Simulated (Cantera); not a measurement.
**Boron, boron nitride and boron oxide: borazine + NH3 + H2O**

Input: 1 mol borazine, 2.8 mol NH3, 12 mol H2O, at 3.10 mbar.

Method: chemical equilibrium by Gibbs-energy minimisation in Cantera with the NASA 1993 tables (ideal gas, pure condensed phases). Candidate condensed phases: B, BN, B2O3, B3O3H3, H2O; 39 gas species. The feed counts by its element totals alone. Gases not in the tables: H3BO3. Equilibrium is a limit: real reactors are often held back by kinetics, nucleation or transport.

From 1150 K to 1400 K the condensed part is B2O3(l). From 1450 K to 1800 K nothing is condensed.

| T (K) | x H2 | x H2O | x N2 | x HBO2 | x H | x B2O3 | x HBO | n B2O3(l) |
|---|---|---|---|---|---|---|---|---|
| 1150 | 0.528 | 0.336 | 0.131 | 0.00411 | 9.74e-7 | 5.37e-7 | 2.05e-7 | 1.45 |
| 1200 | 0.527 | 0.333 | 0.131 | 0.00862 | 2.57e-6 | 2.97e-6 | 7.21e-7 | 1.40 |
| 1250 | 0.525 | 0.328 | 0.130 | 0.0169 | 6.29e-6 | 1.42e-5 | 2.29e-6 | 1.31 |
| 1300 | 0.521 | 0.318 | 0.129 | 0.0312 | 1.43e-5 | 6.01e-5 | 6.64e-6 | 1.15 |
| 1350 | 0.515 | 0.303 | 0.128 | 0.0542 | 3.07e-5 | 0.000227 | 1.79e-5 | 0.877 |
| 1400 | 0.505 | 0.280 | 0.125 | 0.0888 | 6.21e-5 | 0.000775 | 4.50e-5 | 0.453 |
| 1450 | 0.496 | 0.256 | 0.123 | 0.123 | 0.000120 | 0.00189 | 9.43e-5 | 0 |
| 1500 | 0.495 | 0.257 | 0.123 | 0.123 | 0.000223 | 0.00216 | 0.000129 | 0 |
| 1550 | 0.495 | 0.257 | 0.123 | 0.122 | 0.000398 | 0.00244 | 0.000173 | 0 |
| 1600 | 0.495 | 0.257 | 0.123 | 0.121 | 0.000687 | 0.00273 | 0.000228 | 0 |
| 1650 | 0.495 | 0.257 | 0.123 | 0.121 | 0.00115 | 0.00304 | 0.000295 | 0 |
| 1700 | 0.494 | 0.258 | 0.123 | 0.120 | 0.00186 | 0.00335 | 0.000374 | 0 |
| 1750 | 0.493 | 0.258 | 0.123 | 0.119 | 0.00293 | 0.00366 | 0.000468 | 0 |
| 1800 | 0.492 | 0.258 | 0.123 | 0.118 | 0.00451 | 0.00398 | 0.000578 | 0 |
x: gas mole fraction; n: condensed amount in mol.
